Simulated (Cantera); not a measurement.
Cantera run:

```python
import numpy as np
import cantera as ct

gas_names = [...]  # 136 gases of nasa_gas.yaml made of C, H, N, O
cond_names = """
    C(gr) C6H6(L) C7H8(L) C8H18(L),n-octa H2O(s) H2O(L)
""".split()


# ... load() reads the species with a 1 bar reference pressure and builds the phases ...
atoms = {
    'C2H5OH': {'C': 2, 'H': 6, 'O': 1},
    'CO2': {'C': 1, 'O': 2},
    'N2': {'N': 2},
}
top_T = {'C(gr)': 4500}  # K; cautious upper limits of use, not melting points


# ... equilibrate(T, P, feed) seeds the gas with the atoms and calls Mixture.equilibrate('TP', solver="vcs", rtol=1e-11, max_steps=5000) ...
results = []
feed = {'C2H5OH': 1, 'CO2': 0.37, 'N2': 37}  # mol
P = 10000  # Pa
for T in [1598, 1648, 1698, 1748, 1798, 1848, 1898, 1948, 1998, 2048, 2098, 2148, 2198]:
    mix = equilibrate(T, P, feed)
    results.append((T, P, feed, dict(zip(mix.species_names, mix.species_moles))))

top = {s: max(r[3][s] / sum(r[3][g] for g in gas_names) for r in results) for s in gas_names}
cols = sorted((s for s in top if top[s] > 1e-06), key=lambda s: -top[s])[:6]
seen = [c for c in cond_names if any(r[3].get(c, 0) > 1e-12 for r in results)]
print("log10 of partial pressures in bar; condensed amounts in mol")
print(f"{'T/K':>10s}" + "".join(f"{s[:9]:>10s}" for s in cols + seen))
for T, P, feed, n in results:
    ng = sum(n[g] for g in gas_names)
    print(f"{T:10.4g}" + "".join(f"{np.log10(max(n[s] / ng * P / 1e5, 1e-99)):10.3f}" for s in cols)
          + "".join(f"{n.get(c, 0):10.4g}" for c in seen))
```

Output:

```
log10 of partial pressures in bar; condensed amounts in mol
       T/K        N2        H2        CO       HCN         H       HNC     C(gr)
      1598    -1.052    -2.145    -2.380    -4.293    -5.346    -5.936    0.6081
      1648    -1.053    -2.146    -2.380    -4.163    -5.123    -5.746    0.6003
      1698    -1.053    -2.147    -2.380    -4.041    -4.913    -5.567    0.5904
      1748    -1.053    -2.148    -2.380    -3.926    -4.715    -5.399    0.5781
      1798    -1.053    -2.149    -2.380    -3.817    -4.528    -5.240    0.5629
      1848    -1.053    -2.151    -2.380    -3.715    -4.351    -5.090    0.5446
      1898    -1.053    -2.153    -2.380    -3.619    -4.184    -4.949    0.5225
      1948    -1.053    -2.156    -2.380    -3.527    -4.025    -4.815    0.4964
      1998    -1.054    -2.160    -2.380    -3.442    -3.875    -4.689    0.4657
      2048    -1.054    -2.164    -2.380    -3.360    -3.732    -4.569    0.4301
      2098    -1.054    -2.170    -2.381    -3.284    -3.597    -4.456    0.3893
      2148    -1.055    -2.176    -2.381    -3.212    -3.468    -4.349    0.3427
      2198    -1.055    -2.184    -2.381    -3.144    -3.346    -4.247    0.2903
```

Method: chemical equilibrium by Gibbs-energy minimisation in Cantera with the NASA 1993 tables (ideal gas, pure condensed phases).
